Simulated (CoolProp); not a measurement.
Sulfur dioxide along the isotherm 213.05 °C: Z from the reference equation and from simpler models built on Tc = 157.5 °C, pc = 7887 kPa, ω = 0.256; each cubic takes its own stable root.

Values from CoolProp's reference Helmholtz-energy equation of state, Gao 2016.

| p (kPa) | phase | reference |
|---|---|---|
| 438 | gas | 0.9874 |
| 876 | gas | 0.9746 |
| 1310 | gas | 0.9617 |
| 1750 | gas | 0.9485 |
| 2190 | gas | 0.9351 |
| 2630 | gas | 0.9215 |
| 3070 | gas | 0.9077 |
| 3510 | gas | 0.8937 |
| 3940 | gas | 0.8797 |

Task: How far does each simpler model (van der Waals, Redlich-Kwong, Soave-Redlich-Kwong, Peng-Robinson) lie from the reference over these 9 states: mean and median of the absolute difference, and the worst?

Result: 
- van der Waals: mean 0.1 %, median 0.1 %, worst -0.1 % at 213.05 °C and 3940 kPa
- Redlich-Kwong: mean 0.4 %, median 0.4 %, worst -0.8 % at 213.05 °C and 3940 kPa
- Soave-Redlich-Kwong: mean 0.2 %, median 0.1 %, worst +0.4 % at 213.05 °C and 3940 kPa
- Peng-Robinson: mean 0.8 %, median 0.8 %, worst -1.4 % at 213.05 °C and 3940 kPa
